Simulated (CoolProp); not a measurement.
Vapour-liquid equilibrium of n-hexane (1) + toluene (2) at 328.2 K; x and y are mole fractions of (1).

Model: multi-fluid Helmholtz-energy mixture model, Thol 2019 and Lemmon 2006; pair parameters Bell 2016, in CoolProp.

```csv
x,"bubble pressure, mixture model (MPa)","bubble pressure, Raoult's law (MPa)","y, mixture model","y, Raoult's law"
0.05,0.01930,0.01765,0.249,0.183
0.15,0.02635,0.02259,0.501,0.429
0.25,0.03224,0.02753,0.631,0.586
0.35,0.03734,0.03247,0.715,0.696
0.45,0.04192,0.03741,0.776,0.777
0.55,0.04619,0.04236,0.826,0.839
0.65,0.05028,0.04730,0.869,0.888
0.75,0.05430,0.05224,0.908,0.927
0.85,0.05835,0.05718,0.945,0.960
0.95,0.06248,0.06212,0.982,0.988
```

The largest gap from Raoult's law is +17.1 % in bubble pressure, at x = 0.25. No azeotrope shows between x = 0.05 and 0.95.

The pair parameters rest on a limited set of measurements; away from them the model extrapolates.
